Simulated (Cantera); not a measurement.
SO₂ + H₂O + N₂ (abatement and gas-phase synthesis)

Feed: 1 mol SO₂, 0.56 mol H₂O, 17 mol N₂, held at 0.100 bar.

Method: chemical equilibrium by Gibbs-energy minimisation in Cantera with the NASA 1993 tables (ideal gas, pure condensed phases). Candidate condensed phases: H₂O, H₂SO₄, S; 35 gas species. Gases not in the tables: S₃ to S₇. The numbers say what is thermodynamically allowed, not how fast it happens.

```csv
T (°C),x N₂,x SO₂,x H₂O,x H,x SO,x O
652,0.916,0.0539,0.0302,<1e-12,5.53e-9,<1e-12
802,0.916,0.0539,0.0302,4.49e-11,5.79e-8,<1e-12
952,0.916,0.0539,0.0302,1.75e-9,4.06e-7,8.53e-11
1102,0.916,0.0539,0.0302,3.96e-8,3.03e-6,4.40e-9
1252,0.916,0.0539,0.0301,5.38e-7,1.84e-5,8.68e-8
1402,0.916,0.0538,0.0300,4.66e-6,8.24e-5,9.81e-7
1552,0.915,0.0536,0.0297,2.83e-5,0.000288,7.47e-6
1702,0.915,0.0530,0.0290,0.000130,0.000822,4.19e-5
1852,0.913,0.0517,0.0276,0.000479,0.00200,0.000185
2002,0.910,0.0492,0.0254,0.00146,0.00422,0.000664
2152,0.904,0.0450,0.0218,0.00375,0.00788,0.00201
2302,0.895,0.0385,0.0169,0.00827,0.0130,0.00521
2452,0.880,0.0299,0.0113,0.0156,0.0190,0.0117
2602,0.862,0.0204,0.00613,0.0251,0.0240,0.0227
```
x: gas mole fraction; nothing condenses.

From 652 °C to 2602 °C nothing is condensed.
